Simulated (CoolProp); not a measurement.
Vapour-liquid equilibrium of n-hexane (1) + toluene (2) at 129.45 °C; x and y are mole fractions of (1).

The numbers come from the multi-fluid Helmholtz-energy mixture model, Thol 2019 and Lemmon 2006; pair parameters Bell 2016 in CoolProp.

```
x     bubble pressure, mixture model (kPa)  bubble pressure, Raoult's law (kPa)  y, mixture model  y, Raoult's law
----  ------------------------------------  -----------------------------------  ----------------  ---------------
0.05                                 192.1                                184.4             0.160            0.134
0.15                                 234.9                                217.0             0.371            0.341
0.25                                 272.4                                249.5             0.507            0.495
0.35                                 306.3                                282.0             0.607            0.612
0.45                                 337.5                                314.6             0.686            0.706
0.55                                 367.0                                347.1             0.753            0.782
0.65                                 395.5                                379.7             0.813            0.845
0.75                                 423.5                                412.2             0.869            0.898
0.85                                 451.3                                444.7             0.922            0.943
0.95                                 479.4                                477.3             0.974            0.982
```

The largest gap from Raoult's law is +9.2 % in bubble pressure, at x = 0.25. No azeotrope shows between x = 0.05 and 0.95.

Pair parameters are fitted to limited data, so mixtures are less certain than the pure fluids.
